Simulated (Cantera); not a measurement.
An isothermal, constant-pressure homogeneous reactor starts with 74.6 % CH₄, 25.4 % H₂O, at 2100 K and 14000 Pa.

Model: GRI-Mech 3.0 (53 species, 325 reactions), integrated in Cantera. GRI-Mech 3.0 stops at C3 and has no aromatics, soot or wall deposition, so with more carbon than oxygen in the feed, carbon stays in small species such as C2H2 where larger ones or solid carbon would form.

x: mole fraction; the columns are a selection and need not sum to one.

```csv
t (s),x CH₄,x H₂O,x H₂O₂,x OH,x O,x CO,x C₂H₂
0.000100,0.438,0.217,2.81e-11,…,2.75e-7,0.000860,0.0362
0.000398,0.112,0.157,2.19e-11,0.000119,1.95e-7,0.00512,0.168
0.00158,0.0254,0.128,2.05e-11,0.000115,2.10e-7,0.0169,0.191
0.00631,0.00988,0.0833,1.10e-11,…,1.92e-7,0.0526,0.171
0.0251,0.00490,0.0223,<1e-12,…,6.62e-8,0.106,0.135
0.100,0.000749,0.000268,<1e-12,…,9.82e-10,0.126,0.122
0.398,0.000271,9.76e-8,<1e-12,1.13e-10,<1e-12,0.126,0.122
1.58,0.000271,9.76e-8,<1e-12,1.13e-10,<1e-12,0.126,0.122
6.31,0.000271,9.76e-8,<1e-12,1.13e-10,<1e-12,0.126,0.122
25.1,0.000271,9.76e-8,<1e-12,1.13e-10,<1e-12,0.126,0.122
100,0.000271,9.76e-8,<1e-12,1.13e-10,<1e-12,0.126,0.122
```

Complete the blanks.


- 0.000100, x OH: 0.000135
- 0.00631, x OH: 8.46e-5
- 0.0251, x OH: 2.36e-5
- 0.100, x OH: 3.05e-7
